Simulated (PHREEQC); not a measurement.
Consider water at 20 °C with 42 mmol/kgw Mg(NO3)2. Closed to the air; pH follows from the charge balance.

The numbers come from PHREEQC with the ion-association model, phreeqc.dat.

Each row changes one thing in this solution. Precipitation was switched off in this run.

```tsv
case	pH	ionic strength (mol/kgw)
as made	6.67	0.126
Mg(NO3)2 replaced by Cu(NO3)2 at the same molality	4.48	0.126
Mg(NO3)2 from 0.042 to 0.0042 mol/kgw	6.94	0.0126
diluted 10-fold with water	6.94	0.0126
Mg(NO3)2 replaced by MgSO4 at the same molality	6.89	0.0955
```

Species that the database lacks are ignored.
